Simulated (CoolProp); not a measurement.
Dodecamethylcyclohexasiloxane (D6) at 298.15 K and 1.77 MPa is throttled through a valve to 0.448 MPa with no heat exchange. Each further row changes one setting.

Values from CoolProp's reference Helmholtz-energy equation of state, Colonna 2008. It is a short technical equation, of lower accuracy than the large ones.

```
case                       temperature change (K)  final density (kg/m³)
-------------------------  ----------------------  ---------------------
as stated                                       ?                    969
outlet pressure 0.134 MPa                       ?                      ?
outlet pressure 0.582 MPa                       ?                    969
```

**Question.** Fill in the missing entries.

**Answer.** 
- as stated, temperature change (K): +0.6
- outlet pressure 0.134 MPa, temperature change (K): +0.7
- outlet pressure 0.134 MPa, final density (kg/m³): 968
- outlet pressure 0.582 MPa, temperature change (K): +0.5
